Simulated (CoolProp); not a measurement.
A single-stage vapour-compression cycle with R152A: evaporating at 311.15 K (dew point), condensing at 347.15 K (bubble point), superheat 2 K, subcooling 2 K, compressor efficiency 0.6, no pressure losses. Each further row changes one setting.

The numbers come from the reference Helmholtz-energy equation of state, Outcalt 1996 in CoolProp. It is a modified Benedict-Webb-Rubin equation, recast in Helmholtz form.

| case | cooling COP | pressure ratio | discharge temperature (K) | refrigerating effect (kJ/kg) | volumetric capacity (kJ/m³) |
|---|---|---|---|---|---|
| as stated | ___ | 2.39 | 369.0 | 198 | 5220 |
| evaporating temperature 316.15 K | 5.00 | ___ | ___ | 200 | ___ |
| condensing temperature 342.15 K | 5.00 | 2.14 | 361.8 | 208 | ___ |
| subcooling 7 K | 4.37 | 2.39 | 369.0 | 208 | ___ |
| superheat 12 K | 4.16 | 2.39 | ___ | ___ | 5260 |
| compressor efficiency 0.5 | 3.45 | 2.39 | 375.1 | 198 | 5220 |

**Question.** Fill in the missing entries.

**Answer.** 
- as stated, cooling COP: 4.15
- evaporating temperature 316.15 K, pressure ratio: 2.09
- evaporating temperature 316.15 K, discharge temperature (K): 365.9
- evaporating temperature 316.15 K, volumetric capacity (kJ/m³): 6070
- condensing temperature 342.15 K, volumetric capacity (kJ/m³): 5500
- subcooling 7 K, volumetric capacity (kJ/m³): 5510
- superheat 12 K, discharge temperature (K): 379.5
- superheat 12 K, refrigerating effect (kJ/kg): 211
